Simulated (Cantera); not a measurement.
A perfectly stirred reactor is fed with CO : O2 : H2O : N2 = 0.029 : 0.023 : 0.037 : 1 (molar parts), equivalence ratio 0.63, at 1.10 bar; it is held at 1275 K, and followed from long to short residence time.

Cantera simulation using GRI-Mech 3.0 (53 species, 325 reactions); the numbers are that mechanism's predictions, not measurements.

x: mole fraction; the columns are a selection and need not sum to one.

| τ (s) | x CO | x O2 | x H2O | x OH | x H2 |
|---|---|---|---|---|---|
| 9.5 | 4.17e-5 | 0.00793 | 0.0344 | 2.55e-5 | 4.77e-6 |
| 3.4 | 8.35e-5 | 0.00795 | 0.0344 | 3.54e-5 | 9.44e-6 |
| 1.2 | ___ | 0.00799 | 0.0344 | ___ | ___ |
| 0.43 | 0.000334 | 0.00807 | 0.0344 | 6.89e-5 | 3.71e-5 |
| 0.15 | ___ | 0.00824 | 0.0343 | ___ | ___ |
| 0.054 | 0.00130 | 0.00857 | 0.0342 | 0.000133 | 0.000136 |
| 0.019 | 0.00251 | 0.00920 | 0.0340 | 0.000183 | 0.000242 |
| 0.0069 | 0.00464 | 0.0103 | 0.0337 | 0.000243 | 0.000389 |

Q: What belongs in the gaps?

A: 
- 1.2, x CO: 0.000168
- 1.2, x OH: 4.95e-5
- 1.2, x H2: 1.89e-5
- 0.15, x CO: 0.000669
- 0.15, x OH: 9.66e-5
- 0.15, x H2: 7.28e-5
